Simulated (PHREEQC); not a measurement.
A solution holds 2.6 mol NaCl and 0.62 mol SrCl2 per kg of water, at 20 °C. It is in equilibrium with CO2 at log p = -3.5 (atm). Otherwise closed; pH follows from the charge balance.

Equilibrium calculation in PHREEQC: Pitzer model, pitzer.dat.

```
quantity           before    after
---------------  --------  -------
CO2 (mol/kgw)     8.27e-6  1.02e-5
HCO3- (mol/kgw)   2.38e-6  3.10e-6
CO3-2 (mol/kgw)  8.80e-10  1.27e-9
```

Which change was made?
A) NaCl left out
B) SrCl2 from 0.62 to 1.24 mol/kgw
C) NaCl from 2.6 to 1.3 mol/kgw
D) NaCl from 2.6 to 3.9 mol/kgw
E) diluted 2-fold with water

C, NaCl from 2.6 to 1.3 mol/kgw

This is a speciation only: nothing precipitates in the calculation. In brines, pH and single-ion activities rest on the MacInnes convention.
